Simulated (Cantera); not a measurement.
A Cantera script and what it prints.

```python
import numpy as np
import cantera as ct

gas_names = """
    ALBr3 H2O2 AL2O O2 HBr
""".split()
cond_names = """

""".split()


# ... load() reads the species with a 1 bar reference pressure and builds the phases ...
species = {s.name: s for s in load("nasa_gas.yaml", gas_names) + load("nasa_condensed.yaml", cond_names)}
# Each term lists the table entries of one substance; the one whose range holds T is used.
reactions = {
    '4 AlBr3(g) + 6 H2O2(g) = 2 Al2O(g) + 5 O2(g) + 12 HBr(g)':
        [(-4, ['ALBr3']), (-6, ['H2O2']), (2, ['AL2O']), (5, ['O2']), (12, ['HBr'])],
}


def pick(names, T):
    return next(species[n] for n in names if species[n].thermo.min_temp <= T <= species[n].thermo.max_temp)


results = []
for label, terms in reactions.items():
    print(label)
    print("     T/K   dH/kJ  dS/(J/K)   dG/kJ   log10 K")
    for T in [1273, 1473, 1673, 1873, 2073, 2273, 2473, 2673, 2873]:
        used = [(nu, pick(names, T)) for nu, names in terms]
        dH = sum(nu * s.thermo.h(T) for nu, s in used) / 1e6
        dS = sum(nu * s.thermo.s(T) for nu, s in used) / 1e3
        dG = dH - T * dS / 1e3
        logK = -dG * 1e6 / (ct.gas_constant * T * np.log(10))
        results.append((label, T, dH, dS, dG, logK, [s.name for _, s in used]))
        print(f"{T:8g} {dH:8.1f} {dS:8.1f} {dG:8.1f} {logK:8.2f}")
```

Result:

```
4 AlBr3(g) + 6 H2O2(g) = 2 Al2O(g) + 5 O2(g) + 12 HBr(g)
     T/K   dH/kJ  dS/(J/K)   dG/kJ   log10 K
    1273   1723.3   1107.6    313.3   -12.86
    1473   1718.4   1104.1     92.1    -3.27
    1673   1713.2   1100.8   -128.3     4.01
    1873   1707.8   1097.7   -348.2     9.71
    2073   1702.1   1094.8   -567.4    14.30
    2273   1696.2   1092.1   -786.1    18.06
    2473   1690.3   1089.6  -1004.3    21.21
    2673   1684.3   1087.3  -1221.9    23.88
    2873   1678.3   1085.1  -1439.2    26.17
```

Cantera with NASA thermochemical tables; ideal gases at 1 bar, condensed phases pure. Condensed species are held in their standard states even where they would react or evaporate.
